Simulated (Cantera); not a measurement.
A diamond (100) surface in a fixed gas of H2 with x(CH4) = 0.0064, x(H) = 0.0029, x(CH3) = 0.00081, 0.0128 atm; coverages are run to steady state.

Detailed kinetics in Cantera: the Harris–Goodwin 1993 mechanism for the reconstructed diamond (100) surface.

θ: site fractions in the mechanism's names (c6HH fully hydrogenated, c6H* and c6*H radical sites, c6** diradical, c6HM methylated).

```csv
T (K),growth (µm/h),θ c6HH,θ c6H*,θ c6*H,θ c6**,θ c6HM
900,?,0.541,0.00813,0.228,0.00317,0.177
950,?,0.528,0.0115,0.273,0.00505,0.140
1000,?,0.516,0.0157,0.321,0.00768,0.102
1050,?,0.508,0.0208,0.373,0.0113,0.0601
1100,?,0.494,0.0266,0.421,0.0157,0.0273
1150,?,0.471,0.0323,0.457,0.0207,0.0103
1200,1.21,0.444,0.0378,0.484,0.0260,0.00362
1250,1.15,0.417,0.0431,0.503,0.0316,0.00128
1300,1.18,0.393,0.0484,0.517,0.0375,0.000457
1350,?,0.373,0.0535,0.527,0.0436,0.000163
1400,?,0.355,0.0584,0.535,0.0498,5.91e-5
```

Problem. What belongs in the gaps?

Solution. 
- 900, growth (µm/h): 2.48
- 950, growth (µm/h): 3.26
- 1000, growth (µm/h): 3.74
- 1050, growth (µm/h): 3.41
- 1100, growth (µm/h): 2.42
- 1150, growth (µm/h): 1.58
- 1350, growth (µm/h): 1.06
- 1400, growth (µm/h): 0.738
